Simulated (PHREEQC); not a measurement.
**City or well water**

Synthetic water in mg/L, 20 °C, pH 7.62, pe 12.1: Na 11.4; K 9.23; Ca 27.4; Mg 0.819; Cl 42.3; S(6) as SO4 24.3; Alkalinity as HCO3 29.4; O(0) (dissolved oxygen) 0.522.

Valence states are taken as typed.

The numbers come from PHREEQC with the ion-association model, wateq4f.dat.

| Item | Value |
|---|---|
| ionic strength | 0.00306 mol/kgw |
| charge-balance error | -0.3 % |

```json
[
 {"species": "Cl-", "molality": "0.00119", "activity": "0.00112", "log γ": "-0.026"},
 {"species": "Ca+2", "molality": "0.000662", "activity": "0.000523", "log γ": "-0.102"},
 {"species": "Na+", "molality": "0.000495", "activity": "0.000467", "log γ": "-0.026"},
 {"species": "HCO3-", "molality": "0.000475", "activity": "0.000448", "log γ": "-0.025"},
 {"species": "K+", "molality": "0.000236", "activity": "0.000222", "log γ": "-0.026"},
 {"species": "SO4-2", "molality": "0.000233", "activity": "0.000184", "log γ": "-0.103"},
 {"species": "Mg+2", "molality": "3.26e-5", "activity": "2.58e-5", "log γ": "-0.101"}
]
```

Precipitation was switched off in this run.
